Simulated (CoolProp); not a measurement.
Properties of methane along the isotherm 180.7 K.

Values from CoolProp's reference Helmholtz-energy equation of state, Setzmann 1991.

```csv
p (kPa),phase,density (kg/m³),Joule-Thomson coefficient (K/MPa),isothermal compressibility (1/MPa)
36.4,gas,0.3899,11.10,27.56
61.4,gas,0.6591,11.11,16.37
104,gas,1.120,11.14,9.702
175,gas,1.897,11.18,5.802
295,gas,3.232,11.25,3.480
498,gas,5.560,11.36,2.103
840,gas,9.702,11.55,1.294
1420,gas,17.51,11.87,0.8273
2390,gas,34.08,12.44,0.6049
4040,liquid,282.3,1.110,0.03971
6810,liquid,303.5,0.4926,0.01842
11500,liquid,323.3,0.1188,0.01031
```
